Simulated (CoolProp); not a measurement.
Vapour-liquid equilibrium of n-butane (1) + cyclohexane (2) at 115.55 °C; x and y are mole fractions of (1).

Values from CoolProp's multi-fluid Helmholtz-energy mixture model, Bücker 2006 and Zhou 2014; pair parameters Bell 2016.

Q: Give the bubble pressure and the first vapour's composition at x = 0.2, 0.5, 0.95. Is there an azeotrope?

A: x = 0.2: 5.297 bar, y = 0.579; x = 0.5: 10.42 bar, y = 0.846; x = 0.95: 19.22 bar, y = 0.986. No azeotrope shows between x = 0.05 and 0.95.

The pair parameters rest on a limited set of measurements; away from them the model extrapolates.
